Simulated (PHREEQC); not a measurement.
A solution holds 0.0043 mol HF, 0.0078 mol H2SiF6 and 0.048 mol H3BO3 per kg of water, at 65 °C. Closed to the air; pH follows from the charge balance.

The numbers come from PHREEQC with the ion-association model, phreeqc.dat.

This is a speciation only: nothing precipitates in the calculation.

**Question.** Order these F species by the share of F that they hold, largest first: HF, BF4-, SiF6-2, BF2(OH)2-, BF3OH-.

**Answer.** BF4- (71 %), HF (13 %), BF3OH- (6.6 %), SiF6-2 (5.2 %), BF2(OH)2- (3.7 %)

The pH is 1.96 and the ionic strength 0.0127 mol/kgw. Examples of supersaturated solids here: SiO2(a), Quartz (slow to form). Others may be too. At this temperature some constants are extrapolated from 25 °C, and those without enthalpy data are left unchanged. SiF6-2 is the database's only silicon fluoride. Real BF4- forms and hydrolyses slowly; the run takes it at equilibrium.
